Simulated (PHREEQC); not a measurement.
A solution holds 0.0019 mol HCl and 0.00081 mol CuCl2 per kg of water, at 65 °C. Closed to the air; pH follows from the charge balance.

Model: ion-association model, phreeqc.dat, run in PHREEQC.

Task: The ionic strength comes out as 0.00427 mol/kgw. What activity coefficients do Cl-, CuCl+, Cu+2, H+ get?

Result: Cl- 0.93, CuCl+ 0.93, Cu+2 0.75, H+ 0.93.

Precipitation was switched off in this run. Species that the database lacks are ignored. Away from 25 °C the constants follow the database's enthalpies or fits; those with neither stay at their 25 °C values.
